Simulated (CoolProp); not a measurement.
Vapour-liquid equilibrium of toluene (1) + o-xylene (2) at 41.65 °C; x and y are mole fractions of (1).

The numbers come from the multi-fluid Helmholtz-energy mixture model, Lemmon 2006 and Zhou 2012; pair parameters Bell 2016 in CoolProp.

### Question
Give the bubble pressure and the first vapour's composition at x = 0.275, 0.575, 0.725. Is there an azeotrope?

### Answer
x = 0.275: 0.003975 MPa, y = 0.592; x = 0.575: 0.005903 MPa, y = 0.839; x = 0.725: 0.006834 MPa, y = 0.909. No azeotrope shows between x = 0.05 and 0.95.

The pair parameters rest on a limited set of measurements; away from them the model extrapolates. The gap from Raoult's law changes sign with composition, which may be real or a fault of the pair parameters; it wasn't checked against measurements.
